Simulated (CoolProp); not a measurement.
R1234ze(E) along the isotherm 420 K: fugacity coefficient from the reference equation and from simpler models built on Tc = 382.5 K, pc = 3635 kPa, ω = 0.313; each cubic takes its own stable root.

Model: reference Helmholtz-energy equation of state, Thol 2016, in CoolProp.

```tsv
p (kPa)	phase	reference
47.4	gas	0.9967
73.9	gas	0.9948
115	gas	0.9919
179	gas	0.9875
279	gas	0.9805
434	gas	0.9698
676	gas	0.9532
1050	gas	0.9278
1640	gas	0.8887
2550	gas	0.8299
3970	supercritical	0.7414
6190	supercritical	0.6103
9630	supercritical	0.4716
15000	supercritical	0.3775
```

Problem. How far does each simpler model (van der Waals, Soave-Redlich-Kwong, Peng-Robinson) lie from the reference over these 14 states: mean and median of the absolute difference, and the worst?

Solution. 
- van der Waals: mean 1.0 %, median 0.4 %, worst +7.4 % at 420 K and 15000 kPa
- Soave-Redlich-Kwong: mean 1.5 %, median 0.3 %, worst +9.2 % at 420 K and 15000 kPa
- Peng-Robinson: mean 0.7 %, median 0.4 %, worst -2.2 % at 420 K and 3970 kPa
